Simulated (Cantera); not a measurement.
A freely propagating, adiabatic, planar premixed flame of 19.3 % H2, 16.9 % O2, 63.7 % N2, unburnt at 550 K and 18000 Pa; mixture-averaged transport, grid criteria slope 0.08 and curve 0.16, no radiation.

Cantera simulation using the H2/O2 subset of GRI-Mech 3.0, which has no nitrogen chemistry; the numbers are that mechanism's predictions, not measurements. Burning velocities carry a grid error of a few per cent, more on coarse grids. Lean hydrogen flames are cellular in practice and burn faster than this planar one.

Task: Predict: laminar burning velocity; thermal thickness; peak x(O); peak x(OH); peak x(H); peak x(H2O2).

Result: 
| Property | Result |
|---|---|
| laminar burning velocity | 344 cm/s |
| thermal thickness | 3.95 mm |
| peak x(O) | 0.0145 |
| peak x(OH) | 0.0108 |
| peak x(H) | 0.0349 |
| peak x(H2O2) | 4.17e-6 |
